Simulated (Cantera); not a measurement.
**FeS + H2 + H2O (hydrogen reduction and annealing atmospheres)**

A closed system holds: 1 mol FeS, 2000 mol H2, 0.87 mol H2O, held at 0.0110 bar.

Method: chemical equilibrium by Gibbs-energy minimisation in Cantera with the NASA 1993 tables (ideal gas, pure condensed phases). Candidate condensed phases: Fe, FeO, Fe(OH)2, Fe(OH)3, FeS, FeSO4, FeS2, Fe2O3, Fe2(SO4)3, Fe3O4, H2O, H2SO4, S; 22 gas species. The numbers say what is thermodynamically allowed, not how fast it happens.

At 1150 K the condensed part is Fe(α). From 1200 K to 1650 K the condensed part is Fe(γ). From 1700 K to 1750 K nothing is condensed.

```
T (K)  log p H2  log p H  log p H2S  log p Fe  log p H2O  log p SH  log p S  n Fe(α)  n Fe(γ)
-----  --------  -------  ---------  --------  ---------  --------  -------  -------  -------
1150      -1.96    -8.11      -5.26    -11.07      -5.32     -8.38   -11.51    1.000        0
1200      -1.96    -7.68      -5.26    -10.30      -5.32     -8.07   -10.93        0    1.000
1250      -1.96    -7.30      -5.26     -9.61      -5.32     -7.78   -10.39        0    1.000
1300      -1.96    -6.94      -5.26     -8.96      -5.32     -7.52    -9.90        0    1.000
1350      -1.96    -6.60      -5.26     -8.37      -5.32     -7.27    -9.45        0    0.999
1400      -1.96    -6.29      -5.27     -7.81      -5.32     -7.05    -9.02        0    0.997
1450      -1.96    -6.00      -5.27     -7.30      -5.32     -6.84    -8.63        0    0.991
1500      -1.96    -5.73      -5.28     -6.82      -5.32     -6.65    -8.27        0    0.973
1550      -1.96    -5.48      -5.29     -6.38      -5.32     -6.48    -7.94        0    0.924
1600      -1.96    -5.24      -5.31     -5.96      -5.32     -6.32    -7.63        0    0.800
1650      -1.96    -5.02      -5.33     -5.57      -5.32     -6.18    -7.35        0    0.508
1700      -1.96    -4.81      -5.36     -5.26      -5.32     -6.05    -7.09        0        0
1750      -1.96    -4.61      -5.39     -5.26      -5.32     -5.94    -6.85        0        0
```
log p: log10 of the partial pressure in bar; n: condensed amount in mol.
